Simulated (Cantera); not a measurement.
Input: 1 mol Pb, 0.021 mol O2, 0.59 mol N2, 0.14 mol H2, held at 0.750 bar.

Cantera equilibrium calculation (NASA polynomials, part measured and part estimated; ideal gas, pure solids and liquids). Candidate condensed phases: H2O, Pb, PbO, PbO2, Pb3O4; 27 gas species. Rates play no part.

Question: Which condensed phases are stable at each of these points (T (°C)): 302, 402, 502, 602, 702, 802, 902, 1002, 1102, 1202, 1302?

Answer: 
```csv
T (°C),condensed phases,Pb condensed (%)
302,Pb(s),100.0
402,Pb(l),100.0
502,Pb(l),100.0
602,Pb(l),100.0
702,Pb(l),100.0
802,Pb(l),100.0
902,Pb(l),100.0
1002,Pb(l),99.8
1102,Pb(l),99.4
1202,Pb(l),98.1
1302,Pb(l),94.9
```

At 302 °C the condensed part is Pb(s). From 402 °C to 1302 °C the condensed part is Pb(l).
